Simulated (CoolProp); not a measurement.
A single-stage vapour-compression cycle with cis-2-butene: evaporating at 323.15 K (dew point), condensing at 387.15 K (bubble point), superheat 10 K, subcooling 8 K, compressor efficiency 0.6, no pressure losses. Each further row changes one setting.

The numbers come from the reference Helmholtz-energy equation of state, Lemmon 2005 in CoolProp. It is a short technical equation, of lower accuracy than the large ones.

| case | cooling COP | pressure ratio | discharge temperature (K) | refrigerating effect (kJ/kg) | volumetric capacity (kJ/m³) |
|---|---|---|---|---|---|
| as stated | 2.25 | 4.16 | 411.1 | 238 | 2380 |
| evaporating temperature 328.15 K | 2.55 | 3.65 | ___ | 244 | 2770 |
| condensing temperature 382.15 K | 2.55 | 3.79 | 405.7 | 251 | 2520 |
| subcooling 13 K | ___ | 4.16 | 411.1 | 252 | 2520 |
| superheat 20 K | ___ | 4.16 | 421.1 | 255 | 2450 |
| compressor efficiency 0.5 | 1.88 | 4.16 | ___ | 238 | 2380 |

Problem. Complete the blanks.

Solution. 
- evaporating temperature 328.15 K, discharge temperature (K): 409.5
- subcooling 13 K, cooling COP: 2.39
- superheat 20 K, cooling COP: 2.31
- compressor efficiency 0.5, discharge temperature (K): 420.4
